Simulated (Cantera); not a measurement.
A perfectly stirred reactor is fed with CO : O2 : H2O : N2 = 0.0065 : 0.031 : 0.02 : 1 (molar parts), equivalence ratio 0.10, at 638 Torr; it is held at 1350 K, and followed from long to short residence time.

Computed with Cantera and GRI-Mech 3.0 (53 species, 325 reactions).

x: mole fraction; the columns are a selection and need not sum to one.

```csv
τ (s),x CO,x O2,x H2O,x OH,x NO
20,[?],0.0263,0.0190,1.88e-5,3.46e-7
6.9,[?],0.0263,0.0190,2.63e-5,4.13e-7
2.3,[?],0.0263,0.0189,3.73e-5,4.59e-7
0.79,[?],0.0263,0.0189,5.25e-5,4.39e-7
0.27,[?],0.0264,0.0189,7.39e-5,3.52e-7
0.091,[?],0.0264,0.0189,0.000104,2.48e-7
0.031,[?],0.0265,0.0189,0.000144,1.71e-7
0.010,[?],0.0268,0.0188,0.000199,1.26e-7
0.0035,[?],0.0271,0.0187,0.000253,1.01e-7
0.0012,[?],0.0278,0.0186,0.000289,6.13e-8
0.00041,[?],0.0286,0.0187,0.000242,1.29e-8
```

Problem. Some entries are withheld; supply them.

Solution. 
- 20, x CO: 6.95e-6
- 6.9, x CO: 1.43e-5
- 2.3, x CO: 3.02e-5
- 0.79, x CO: 6.21e-5
- 0.27, x CO: 0.000127
- 0.091, x CO: 0.000262
- 0.031, x CO: 0.000528
- 0.010, x CO: 0.00107
- 0.0035, x CO: 0.00196
- 0.0012, x CO: 0.00333
- 0.00041, x CO: 0.00494
